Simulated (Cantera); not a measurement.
## Low-pressure radical oxidation in H2/O2

An isothermal, constant-pressure homogeneous reactor starts with H2 : O2 = 0.46 : 0.46 (molar parts), at 925 K and 720 Pa.

Model: GRI-Mech 3.0 (53 species, 325 reactions), integrated in Cantera. Radical loss at walls, strong at low pressure, is not modelled. Below about 950 K walls govern HO2 and H2O2 in real vessels. The temperature is held fixed by assumption; the heat of reaction is taken as removed at once.

```
t (s)         x H2   x O2      x OH     x HO2     x H2O
--------  --------  -----  --------  --------  --------
6.00e-6      0.500  0.500    <1e-12    <1e-12    <1e-12
1.81e-5      0.500  0.500    <1e-12  2.57e-12    <1e-12
5.43e-5      0.500  0.500    <1e-12  7.74e-12    <1e-12
0.000164     0.500  0.500    <1e-12  2.33e-11  2.19e-12
0.000492     0.500  0.500  3.52e-12  7.05e-11  3.25e-11
0.00148      0.500  0.500  3.43e-11  2.20e-10  7.17e-10
0.00446      0.500  0.500   6.98e-9   3.07e-9   1.87e-7
0.0134       0.205  0.387   0.00478   7.29e-6     0.213
0.0404      0.0103  0.333   0.00228   1.34e-5     0.635
0.122     0.000600  0.333  0.000310   6.62e-6     0.666
0.366      5.54e-5  0.333   9.23e-5   1.31e-6     0.667
1.10       5.35e-6  0.333   3.49e-5   1.99e-7     0.667
3.31       6.28e-7  0.333   1.52e-5   3.73e-8     0.667
9.97       1.16e-7  0.333   7.46e-6   9.30e-9     0.667
30.0       2.91e-8  0.333   3.94e-6   2.73e-9     0.667
```
x: mole fraction; the columns are a selection and need not sum to one.

Equilibrium at this temperature and pressure: H2 1.07e-10, O2 0.333, OH 2.35e-7, HO2 2.71e-10, H2O 0.667 (gas phase only).
